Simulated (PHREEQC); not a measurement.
Consider water at 50 °C with 1 mmol/kgw H2SO4, 0.042 mmol/kgw ZnSO4 and 0.33 mmol/kgw Na2SO4. Closed to the air; pH follows from the charge balance.

The numbers come from PHREEQC with the ion-association model, phreeqc.dat.

This is a speciation only: nothing precipitates in the calculation.

What pH does the model give?

pH 2.79.

In which forms is S present?

SO4-2 80 %, HSO4- 19 % of the S.

At this temperature some constants are extrapolated from 25 °C, and those without enthalpy data are left unchanged.
